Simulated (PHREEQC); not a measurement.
A solution holds 0.0079 mol/kgw CsOH and 0.3 mol/kgw K3PO4, at 70 °C. Closed to the air; pH follows from the charge balance.

Computed with PHREEQC (ion-association model, wateq4f.dat).

Q: The ionic strength comes out as 1.64 mol/kgw. What activity coefficients do OH-, HPO4-2, PO4-3, K+, Cs+ get?

A: OH- 0.52, HPO4-2 0.12, PO4-3 0.0091, K+ 0.55, Cs+ 0.91.

Precipitation was switched off in this run. The ionic strength is past about 0.7 mol/kgw, beyond the range of this activity model, so the values are rough. Species that the database lacks are ignored. H3PO4, which wateq4f.dat lacks, is added to it with the constant of phreeqc.dat. Constants without temperature data keep their 25 °C values here.
